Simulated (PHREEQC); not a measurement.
Consider water at 55 °C with 4.2 mmol/kgw K2CO3. Closed to the air; pH follows from the charge balance.

The numbers come from PHREEQC with the ion-association model, wateq4f.dat.

Each row changes one thing in this solution. This is a speciation only: nothing precipitates in the calculation.

| case | pH | ionic strength (mol/kgw) | CO3-2 (mol/kgw) | HCO3- (mol/kgw) | CO2 (mol/kgw) |
|---|---|---|---|---|---|
| as made | 10.27 | 0.0111 | 0.00271 | 0.00149 | 1.37e-7 |
| K2CO3 replaced by NH4HCO3 at the same molality | 7.34 | 0.00390 | 7.31e-6 | 0.00387 | 0.000318 |
| K2CO3 from 0.0042 to 0.00084 mol/kgw | 9.85 | 0.00199 | 0.000308 | 0.000532 | 1.37e-7 |
| diluted 100-fold with water | 8.75 | 8.56e-5 | 1.64e-6 | 4.02e-5 | 1.36e-7 |
| diluted 10-fold with water | 9.63 | 0.000945 | 0.000105 | 0.000315 | 1.37e-7 |

Species that the database lacks are ignored. Away from 25 °C the constants follow the database's enthalpies or fits; those with neither stay at their 25 °C values.
